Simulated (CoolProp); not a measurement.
A single-stage vapour-compression cycle with nitrous oxide: evaporating at 213.15 K (dew point), condensing at 271.15 K (bubble point), superheat 5 K, subcooling 0 K, compressor efficiency 0.85, no pressure losses. Each further row changes one setting.

The numbers come from the reference Helmholtz-energy equation of state, Lemmon 2006 in CoolProp. It is a short technical equation, of lower accuracy than the large ones.

| case | cooling COP | pressure ratio | discharge temperature (K) | refrigerating effect (kJ/kg) | volumetric capacity (kJ/m³) |
|---|---|---|---|---|---|
| as stated | (withheld) | 6.90 | 357.9 | 233 | 2600 |
| evaporating temperature 218.15 K | 2.47 | 5.59 | (withheld) | (withheld) | 3200 |
| condensing temperature 266.15 K | 2.45 | (withheld) | 346.7 | 243 | 2720 |
| subcooling 5 K | (withheld) | 6.90 | 357.9 | 244 | 2720 |
| superheat 15 K | 2.11 | 6.90 | 372.1 | 242 | 2560 |
| compressor efficiency 0.75 | (withheld) | 6.90 | 371.5 | 233 | 2600 |

Q: Some entries are withheld; supply them.

A: 
- as stated, cooling COP: 2.15
- evaporating temperature 218.15 K, discharge temperature (K): 347.7
- evaporating temperature 218.15 K, refrigerating effect (kJ/kg): 235
- condensing temperature 266.15 K, pressure ratio: 6.04
- subcooling 5 K, cooling COP: 2.25
- compressor efficiency 0.75, cooling COP: 1.89
